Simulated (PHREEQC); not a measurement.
A solution holds 0.28 mol/kgw H2SO4, 0.033 mol/kgw ZnSO4 and 0.26 mol/kgw KCl, at 20 °C. Closed to the air; pH follows from the charge balance.

All values are PHREEQC results (ion-association model, wateq4f.dat), not measurements.

No solid was allowed to form.

Order these S species by the share of S that they hold, largest first: KSO4-, ZnSO4, Zn(SO4)2-2, HSO4-, SO4-2.

HSO4- (79 %), SO4-2 (14 %), KSO4- (3.7 %), ZnSO4 (2.3 %), Zn(SO4)2-2 (1.2 %)

Order these Zn species by the share of Zn that they hold, largest first: ZnCl2, ZnSO4, ZnCl+, Zn(SO4)2-2, Zn+2.

Zn+2 (63 %), ZnSO4 (22 %), ZnCl+ (8.0 %), Zn(SO4)2-2 (5.5 %), ZnCl2 (0.72 %)

The pH is 0.63 and the ionic strength 0.670 mol/kgw. Species that the database lacks are ignored.
